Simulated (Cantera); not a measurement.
Feed: 1 mol CCl4, 0.93 mol H2, equilibrated at 2898 K and 1.30 Pa.

Equilibrium computed with Cantera from the NASA thermochemical tables; the gas is ideal and each condensed phase is pure. Candidate condensed phases: C, C6H6, C7H8, C8H18; 91 gas species. Rates play no part.

Base state: Cl 0.592, H 0.275, C 0.122, C2 0.00566, C3 0.00487, HCl 0.000237, H2 7.54e-5, C2H 1.36e-5 (mole fractions); condensed: gas only.

### Question
What changes in the equilibrium state with this change: temperature from 2898 K to 3273 K?

### Answer
```json
[
 {"species": "Cl", "before": "0.592", "after": "0.583"},
 {"species": "H", "before": "0.275", "after": "0.271"},
 {"species": "C", "before": "0.122", "after": "0.145"},
 {"species": "C2", "before": "0.00566", "after": "0.000436"},
 {"species": "C3", "before": "0.00487", "after": "1.40e-5"},
 {"species": "C2H", "before": "1.36e-5", "after": "1.01e-7"},
 {"species": "H2", "before": "7.54e-5", "after": "8.23e-6"}
]
```

### Question
What changes in the equilibrium state with this change: temperature from 2898 K to 2448 K?

### Answer
| species | before | after |
|---|---|---|
| Cl | 0.592 | 0.665 |
| H | 0.275 | 0.298 |
| C3 | 0.00487 | 0.0167 |
| C | 0.122 | 0.00617 |
| C2H2 (acetylene) | 2.53e-8 | 2.52e-5 |
| C5 | 4.74e-7 | 3.95e-5 |
| H2 | 7.54e-5 | 0.00292 |
| HCl | 0.000237 | 0.00916 |
| C2H | 1.36e-5 | 0.000165 |
| C(graphite), mol | 0 | 0.644 |

### Question
What changes in the equilibrium state with this change: temperature from 2898 K to 1750 K?

### Answer
```json
[
 {"species": "Cl", "before": "0.592", "after": "0.539"},
 {"species": "HCl", "before": "0.000237", "after": "0.457"},
 {"species": "H", "before": "0.275", "after": "0.00272"},
 {"species": "C", "before": "0.122", "after": "4.94e-9"},
 {"species": "C2", "before": "0.00566", "after": "<1e-9"},
 {"species": "C3", "before": "0.00487", "after": "1.83e-9"},
 {"species": "C2H", "before": "1.36e-5", "after": "2.20e-9"},
 {"species": "Cl2", "before": "7.15e-8", "after": "6.13e-5"},
 {"species": "H2", "before": "7.54e-5", "after": "0.00178"},
 {"species": "C(graphite), mol", "before": "0", "after": "1.000"}
]
```
